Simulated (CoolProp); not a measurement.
Vapour-liquid equilibrium of fluoroethane (R161) (1) + R1234yf (2) at 5.18 bar; x and y are mole fractions of (1).

Model: multi-fluid Helmholtz-energy mixture model, Wu 2012 and Lemmon 2022; pair parameters Bell 2016, in CoolProp.

| x | bubble temperature (K) | y at the bubble point | dew temperature at overall composition x (K) | liquid density (mol/L) |
|---|---|---|---|---|
| 0.05 | 287.9 | 0.068 | 288.1 | 10.07 |
| 0.15 | 286.4 | 0.197 | 286.9 | ___ |
| 0.25 | ___ | 0.314 | 285.8 | 10.96 |
| 0.35 | 283.8 | 0.422 | 284.6 | ___ |
| 0.45 | 282.7 | 0.522 | 283.5 | 11.97 |
| 0.55 | 281.7 | 0.616 | ___ | 12.53 |
| 0.65 | ___ | 0.705 | 281.3 | 13.12 |
| 0.75 | ___ | 0.790 | 280.4 | 13.76 |
| 0.85 | 279.3 | 0.874 | 279.5 | ___ |
| 0.95 | 278.7 | 0.957 | 278.7 | ___ |

What belongs in the gaps?


- 0.15, liquid density (mol/L): 10.51
- 0.25, bubble temperature (K): 285.0
- 0.35, liquid density (mol/L): 11.45
- 0.55, dew temperature at overall composition x (K): 282.4
- 0.65, bubble temperature (K): 280.8
- 0.75, bubble temperature (K): 280.0
- 0.85, liquid density (mol/L): 14.45
- 0.95, liquid density (mol/L): 15.20

No azeotrope shows between x = 0.05 and 0.95.

The pair parameters rest on a limited set of measurements; away from them the model extrapolates.
